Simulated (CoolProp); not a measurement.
Properties of methane along the isotherm 157.2 K.

Computed with CoolProp (reference Helmholtz-energy equation of state, Setzmann 1991).

```tsv
p (bar)	phase	density (kg/m³)	cp (kJ/(kg K))	Joule-Thomson coefficient (K/MPa)	conductivity (mW/(m K))	Prandtl number
2.3	gas	2.910	___	14.57	16.9	0.794
4.6	gas	6.017	2.269	___	17.3	0.813
6.9	gas	9.362	2.400	15.25	17.8	0.836
9.2	gas	13.01	2.568	15.62	18.4	0.867
11.5	gas	17.04	2.799	16.06	19.2	0.911
13.8	gas	21.61	3.158	16.58	20.2	0.983
16.1	liquid	343.3	4.281	0.06408	119	___
18.4	liquid	344.0	4.254	0.05246	120	1.81
20.7	liquid	___	___	0.04128	121	___
23	liquid	345.5	4.205	0.03053	121	1.79
```

**Question.** What belongs in the gaps?

**Answer.** 
- 2.3, cp (kJ/(kg K)): 2.163
- 4.6, Joule-Thomson coefficient (K/MPa): 14.90
- 16.1, Prandtl number: 1.82
- 20.7, density (kg/m³): 344.8
- 20.7, cp (kJ/(kg K)): 4.229
- 20.7, Prandtl number: 1.80

Viscosity comes from a separate model (Quiñones-Cisneros 2006). Thermal conductivity comes from a separate model (Friend 1989).
